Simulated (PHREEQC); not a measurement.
A PHREEQC speciation (ion-association model, wateq4f.dat) at 75 °C gives pH 5.17 and these molalities:

| species | mol/kgw |
|---|---|
| Cl- | 1.51 |
| Mn+2 | 0.558 |
| MnCl+ | 0.466 |
| MnCl2 | 0.0577 |
| MnCl3- | 0.0366 |
| MnSO4 | 0.0329 |
| SO4-2 | 0.0181 |
| MnOH+ | 1.67e-5 |
| H+ | 9.69e-6 |
| HSO4- | 7.02e-6 |

Question: What are the element totals, and what could have been dissolved in 1 kg of water to give them?

Answer: Several could match; the one computed here: totals Cl 2.20, Mn(2) 1.15, S(6) 0.0510 mol/kgw, from 1.1 mol MnCl2 and 0.051 mol MnSO4 per kg of water.

This is a speciation only: nothing precipitates in the calculation. The ionic strength is past about 0.7 mol/kgw, beyond the range of this activity model, so the values are rough. Complexes and solids missing from the database can't appear. At this temperature some constants are extrapolated from 25 °C, and those without enthalpy data are left unchanged.
